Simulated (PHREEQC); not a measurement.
A solution holds 0.0038 mol/kgw Ni(NO3)2, at 55 °C. Closed to the air; pH follows from the charge balance.

The numbers come from PHREEQC with the ion-association model, wateq4f.dat.

Task: The ionic strength comes out as 0.0114 mol/kgw. What activity coefficients do Ni+2, NO3-, NiOH+, H+ get?

Result: Ni+2 0.63, NO3- 0.89, NiOH+ 0.89, H+ 0.90.

This is a speciation only: nothing precipitates in the calculation. At this temperature some constants are extrapolated from 25 °C, and those without enthalpy data are left unchanged.
